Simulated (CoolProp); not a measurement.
A single-stage vapour-compression cycle with the fluid: evaporating at 326.15 K (dew point), condensing at 383.15 K (bubble point), superheat 2 K, subcooling 2 K, compressor efficiency 0.8, no pressure losses. The same conditions are run with several fluids, on thermodynamics alone (safety and materials aside).

Computed with CoolProp (reference Helmholtz-energy equation of state of each fluid (1,2-dichloroethane: Thol 2015; the fluoroketone C6F12O (FK-5-1-12): McLinden 2015; isobutene: Lemmon 2005; R245fa: Akasaka 2015; cis-2-butene: Lemmon 2005; R236FA: Pan 2012)).

Task: Rank 1,2-dichloroethane, the fluoroketone C6F12O (FK-5-1-12), isobutene, R245fa, cis-2-butene, R236FA by cooling COP, highest first.

Result: 1,2-dichloroethane (3.98), cis-2-butene (3.27), R245fa (3.00), isobutene (2.91), R236FA (2.24), the fluoroketone C6F12O (FK-5-1-12) (1.89)

```
fluid                                pressure ratio  discharge temperature (K)  refrigerating effect (kJ/kg)  volumetric capacity (kJ/m³)
-----------------------------------  --------------  -------------------------  ----------------------------  ---------------------------
1,2-dichloroethane                             6.22                      407.3                           267                          344
the fluoroketone C6F12O (FK-5-1-12)            4.90                      383.2                          24.5                          354
isobutene                                      3.35                      385.1                           174                         2760
R245fa                                         4.17                      383.1                          93.7                         1930
cis-2-butene                                   3.56                      388.2                           221                         2480
R236FA                                         3.75                      383.3                          49.8                         2100
```

The compression ends wet for: the fluoroketone C6F12O (FK-5-1-12); R245fa.
